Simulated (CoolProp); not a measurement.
The numbers come from the reference Helmholtz-energy equation of state, Jacobsen 1992 in CoolProp.

**Question.** For R11, give the phase and the cv (kJ/(kg K)), Joule-Thomson coefficient (K/MPa), viscosity (µPa s) at 500 K and 0.123 MPa; 500 K and 0.464 MPa.

**Answer.** 
- 500 K and 0.123 MPa: gas; cv 0.624, Joule-Thomson coefficient 9.49, viscosity 17.3
- 500 K and 0.464 MPa: gas; cv 0.625, Joule-Thomson coefficient 9.71, viscosity 17.3

Viscosity comes from a separate model (Klein 1997), an estimate that may be off by 10 % or more.
